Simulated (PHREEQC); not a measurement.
1.4 g of hydrous ferric oxide (600 m²/g; 0.2 weak and 0.005 strong sites per Fe, Dzombak-Morel constants, diffuse double layer) in 1 kg of water with 0.01 mol/kgw of an inert sodium salt, at 25 °C; the pH is set by adding NaOH or the inert anion's acid. Oxygen alone is held at its pressure in air (log pO2 = -0.68). The system is closed to CO2. No solid was allowed to form.

Base run: PHREEQC, ion-association model, wateq4f.dat. Each further column changes one thing. The table gives surface charge σ (C/m²).

| pH | base | background salt from 0.01 to 0.001 mol/kgw | oxide from 1.4 to 7 g/kgw | 0.0022 mol/kgw CuSO4 added |
|---|---|---|---|---|
| 3 | 0.328 | 0.274 | 0.339 | 0.040 |
| 3.67 | 0.260 | 0.173 | 0.277 | 0.038 |
| 4.33 | 0.182 | (withheld) | 0.195 | 0.037 |
| 5 | 0.115 | (withheld) | 0.122 | 0.036 |
| 5.67 | 0.067 | (withheld) | 0.070 | 0.038 |
| 6.33 | 0.036 | 0.013 | 0.037 | 0.039 |
| 7 | 0.017 | 0.006 | 0.018 | 0.040 |
| 7.67 | 0.006 | 0.002 | 0.006 | 0.038 |
| 8.33 | -0.003 | -0.001 | -0.003 | 0.032 |
| 9 | -0.013 | (withheld) | -0.013 | (withheld) |
| 9.67 | -0.029 | -0.011 | -0.030 | 0.006 |
| 10.33 | -0.056 | -0.024 | -0.058 | (withheld) |
| 11 | -0.100 | (withheld) | -0.106 | -0.020 |

**Question.** Some entries are withheld; supply them.

**Answer.** 
- 4.33, background salt from 0.01 to 0.001 mol/kgw: 0.101
- 5, background salt from 0.01 to 0.001 mol/kgw: 0.054
- 5.67, background salt from 0.01 to 0.001 mol/kgw: 0.028
- 9, background salt from 0.01 to 0.001 mol/kgw: -0.004
- 9, 0.0022 mol/kgw CuSO4 added: 0.019
- 10.33, 0.0022 mol/kgw CuSO4 added: -0.005
- 11, background salt from 0.01 to 0.001 mol/kgw: -0.057

The oxide is taken as insoluble; below pH 4 it would dissolve. In at least one series the solution becomes supersaturated in solids that the run did not let form, among them Cu(OH)2, Brochantite, Antlerite. The database's constant for dissolved Cu(OH)2 is higher than later reviews accept.
